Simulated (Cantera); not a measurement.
Feed: 1 mol MgO, 4 mol C, 0.1 mol CO.

These are equilibrium values from Cantera (NASA tables, ideal gas, pure condensed phases), not measurements of a reactor. Candidate condensed phases: C, Mg, MgCO3, MgO; 15 gas species. The numbers say what is thermodynamically allowed, not how fast it happens.

Stable condensed phases, one row left out:

```
T in K \ P in Pa
              10      32     100     320    1000    3200   10000   32000  100000  320000 1000000
   1973        A       A       A       A       A       A       A       A       B       B       B
   1948        A       A       A       A       A       A       A       A       B       B       B
   1898        A       A       A       A       A       A       A       B       B       B       B
   1873        A       A       A       A       A       A       A       B       B       B       B
   1848        A       A       A       A       A       A       A       B       B       B       B
   1823        A       A       A       A       A       A       A       B       B       B       B
   1798        A       A       A       A       A       A       B       B       B       B       B
   1773        A       A       A       A       A       A       B       B       B       B       B
   1748        A       A       A       A       A       A       B       B       B       B       B
   1723        A       A       A       A       A       A       B       B       B       B       B
   1698        A       A       A       A       A       B       B       B       B       B       B
   1673        A       A       A       A       A       B       B       B       B       B       B
```

A: C; B: C + MgO.

Question: Give the row for 1923 K.

Answer: 10: C; 32: C; 100: C; 320: C; 1000: C; 3200: C; 10000: C; 32000: C; 100000: C + MgO; 320000: C + MgO; 1000000: C + MgO.
